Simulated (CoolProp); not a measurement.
Vapour-liquid equilibrium of acetone (1) + n-dodecane (2) at 389 K; x and y are mole fractions of (1).

The numbers come from the multi-fluid Helmholtz-energy mixture model, Lemmon 2006 and Lemmon 2004; pair parameters Bell 2016 in CoolProp.

```json
[
 {"x": "0.05", "bubble pressure, mixture model (MPa)": "0.03525", "bubble pressure, Raoult's law (MPa)": "0.03139", "y, mixture model": "0.886", "y, Raoult's law": "0.875"},
 {"x": "0.2", "bubble pressure, mixture model (MPa)": "0.1617", "bubble pressure, Raoult's law (MPa)": "0.1132", "y, mixture model": "0.977", "y, Raoult's law": "0.971"},
 {"x": "0.35", "bubble pressure, mixture model (MPa)": "0.2803", "bubble pressure, Raoult's law (MPa)": "0.1950", "y, mixture model": "0.988", "y, Raoult's law": "0.986"},
 {"x": "0.5", "bubble pressure, mixture model (MPa)": "0.3555", "bubble pressure, Raoult's law (MPa)": "0.2767", "y, mixture model": "0.991", "y, Raoult's law": "0.993"},
 {"x": "0.65", "bubble pressure, mixture model (MPa)": "0.4022", "bubble pressure, Raoult's law (MPa)": "0.3585", "y, mixture model": "0.993", "y, Raoult's law": "0.996"},
 {"x": "0.8", "bubble pressure, mixture model (MPa)": "0.4495", "bubble pressure, Raoult's law (MPa)": "0.4403", "y, mixture model": "0.995", "y, Raoult's law": "0.998"},
 {"x": "0.95", "bubble pressure, mixture model (MPa)": "0.5193", "bubble pressure, Raoult's law (MPa)": "0.5221", "y, mixture model": "0.998", "y, Raoult's law": "1.000"}
]
```

The largest gap from Raoult's law is +43.7 % in bubble pressure, at x = 0.35. No azeotrope shows between x = 0.05 and 0.95.

Pair parameters are fitted to limited data, so mixtures are less certain than the pure fluids. The gap from Raoult's law changes sign with composition, which may be real or a fault of the pair parameters; it wasn't checked against measurements.
